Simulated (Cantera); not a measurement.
A closed system holds: 1 mol SF6, 0.71 mol O2, 14 mol H2, held at 2023.15 K and 3500000 Pa.

Equilibrium computed with Cantera from the NASA thermochemical tables; the gas is ideal and each condensed phase is pure. Candidate condensed phases: H2O, H2SO4, S; 43 gas species. The ideal-gas law is rough above about 30 bar. The numbers say what is thermodynamically allowed, not how fast it happens.

### Question
What is the equilibrium state?

### Answer
| Property | Value |
|---|---|
| x(H2) | 0.507 |
| x(HF) | 0.352 |
| x(H2O) | 0.0833 |
| x(H2S) | 0.0547 |
| x(SH) | 0.00176 |
| x(S2) | 0.00108 |
| x(H) | 0.000229 |
| x(H2F2) | 3.33e-5 |
| x(S) | 2.06e-5 |
| gas amount | 17.04 mol |
| log10 activity of S(l) (absent) | -2.30 |
